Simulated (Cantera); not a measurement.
Feed: 1 mol SiH2Cl2, 0.17 mol HCl, 43 mol H2, at 110000 Pa.

Method: chemical equilibrium by Gibbs-energy minimisation in Cantera with the NASA 1993 tables (ideal gas, pure condensed phases). Candidate condensed phases: Si; 19 gas species. The tables' values for SiCl3 are old estimates; treat these amounts as uncertain. Equilibrium is a limit: real reactors are often held back by kinetics, nucleation or transport.

Problem. At 1050 °C, list the 5 most abundant gas species with their mole fractions, and the condensed phases.

Solution. H2 0.963, HCl 0.0298, SiCl2 0.00251, SiHCl3 0.00190, SiCl4 0.00116. Condensed: Si(s).
